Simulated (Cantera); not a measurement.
Feed: 1 mol TEOS, 0.91 mol CO2, 2.6 mol N2, equilibrated at 75.0 Torr.

Cantera equilibrium calculation (NASA polynomials, part measured and part estimated; ideal gas, pure solids and liquids). Candidate condensed phases: C, C6H6, C7H8, C8H18, H2O, Si, SiC, SiO2, Si2N2O, Si3N4; 151 gas species. The feed counts by its element totals alone. Rates play no part. All values below are at 777 °C.

Base state: H2 0.606, CO 0.229, N2 0.159, H2O 0.00252, CH4 0.00210, CO2 0.00112 (mole fractions); condensed: C(graphite) + SiO2(β-quartz).

### Question
What changes in the equilibrium state with this change: CO2 from 0.91 to 0.16 mol?

### Answer
| species | before | after |
|---|---|---|
| H2 | 0.606 | 0.667 |
| N2 | 0.159 | 0.175 |
| CO | 0.229 | 0.153 |
| CO2 | 0.00112 | 0.000503 |
| H2O | 0.00252 | 0.00186 |
| C(graphite), mol | 5.12 | 5.84 |
| SiO2(β-quartz), mol | 1.00 | 1.00 |

### Question
What changes in the equilibrium state with this change: CO2 from 0.91 to 11 mol?

### Answer
```
species               before    after
-------------------  -------  -------
CO                     0.229    0.493
H2                     0.606    0.267
CO2                  0.00112    0.108
H2O                  0.00252   0.0498
N2                     0.159   0.0823
CH4                  0.00210  1.95e-5
C(graphite), mol        5.12        0
SiO2(β-quartz), mol     1.00     1.00
```
